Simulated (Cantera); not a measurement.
SiHCl3 + C2H4 + H2 (silicon carbide growth)

Charge: 1 mol SiHCl3, a varied amount of C2H4, 880 mol H2, at 1873 K and 1.33 mbar.

Cantera equilibrium calculation (NASA polynomials, part measured and part estimated; ideal gas, pure solids and liquids). Candidate condensed phases: C, C6H6, C7H8, C8H18, Si, SiC; 109 gas species. Rates play no part.

```tsv
n(C2H4) (mol)	x H2	x H	x HCl	x Si	x C2H2 (acetylene)	x Cl	n SiC(s)
0.0091	0.978	0.0175	0.00331	0.00105	4.91e-6	4.48e-5	0
0.013	0.978	0.0175	0.00331	0.00104	7.84e-6	4.48e-5	0
0.019	0.978	0.0175	0.00331	0.00103	1.26e-5	4.48e-5	0
0.027	0.978	0.0175	0.00331	0.00102	1.42e-5	4.48e-5	0.0127
0.039	0.978	0.0175	0.00331	0.000996	1.48e-5	4.48e-5	0.0358
0.057	0.978	0.0175	0.00331	0.000960	1.60e-5	4.48e-5	0.0702
0.081	0.978	0.0175	0.00331	0.000913	1.76e-5	4.48e-5	0.116
0.12	0.978	0.0175	0.00331	0.000838	2.10e-5	4.48e-5	0.189
0.17	0.978	0.0175	0.00331	0.000744	2.66e-5	4.48e-5	0.280
0.24	0.978	0.0175	0.00331	0.000619	3.84e-5	4.48e-5	0.400
0.35	0.979	0.0175	0.00331	0.000452	7.20e-5	4.49e-5	0.561
0.5	0.979	0.0175	0.00332	0.000303	0.000160	4.49e-5	0.704
```
x: gas mole fraction; n: condensed amount in mol.

From 0.0091 mol C2H4 to 0.019 mol C2H4 nothing is condensed. From 0.027 mol C2H4 to 0.5 mol C2H4 the condensed part is SiC(s). The main Si-bearing gas is Si throughout.
